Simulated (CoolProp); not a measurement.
A simple Rankine cycle with R21: condensing at 318.15 K, boiler at 1.23 MPa, turbine inlet 472 K, turbine efficiency 0.8, pump efficiency 0.6, no recuperator. Each further row changes one setting.

Values from CoolProp's reference Helmholtz-energy equation of state, Platzer 1990. This equation is an older, rougher fit; its heat capacities, sound speeds and derivatives of the liquid may be far off and weren't checked against measurements.

| case | thermal efficiency (%) | net work (kJ/kg) | heat in (kJ/kg) | turbine exit temperature (K) | volume ratio over the turbine |
|---|---|---|---|---|---|
| as stated | 10.4 | 33.1 | 319 | 415.4 | 3.29 |
| condensing temperature 310.15 K | 11.9 | 39.0 | 327 | 405.8 | 4.12 |
| boiler pressure 0.861 MPa | 7.7 | 24.9 | 322 | 431.7 | 2.35 |
| turbine efficiency 0.7 | 9.0 | 28.8 | 319 | 421.4 | 3.35 |
